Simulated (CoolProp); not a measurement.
Vapour-liquid equilibrium of carbon dioxide (1) + propane (2) at 261 K; x and y are mole fractions of (1).

Model: multi-fluid Helmholtz-energy mixture model, Span 1996 and Lemmon 2009; pair parameters Kunz 2012, in CoolProp.

| x | bubble pressure, mixture model (MPa) | bubble pressure, Raoult's law (MPa) | y, mixture model | y, Raoult's law |
|---|---|---|---|---|
| 0.05 | 0.5072 | 0.4298 | 0.369 | 0.290 |
| 0.15 | 0.8807 | 0.6467 | 0.647 | 0.578 |
| 0.25 | 1.219 | 0.8636 | 0.754 | 0.721 |
| 0.35 | 1.496 | 1.080 | 0.808 | 0.807 |
| 0.45 | 1.711 | 1.297 | 0.841 | 0.864 |
| 0.55 | 1.877 | 1.514 | 0.864 | 0.904 |
| 0.65 | 2.016 | 1.731 | 0.884 | 0.935 |
| 0.75 | 2.147 | 1.948 | 0.905 | 0.959 |
| 0.85 | 2.281 | 2.165 | 0.933 | 0.978 |
| 0.95 | 2.421 | 2.382 | 0.973 | 0.993 |

The largest gap from Raoult's law is +41.2 % in bubble pressure, at x = 0.25. No azeotrope shows between x = 0.05 and 0.95.

Pair parameters are fitted to limited data, so mixtures are less certain than the pure fluids.
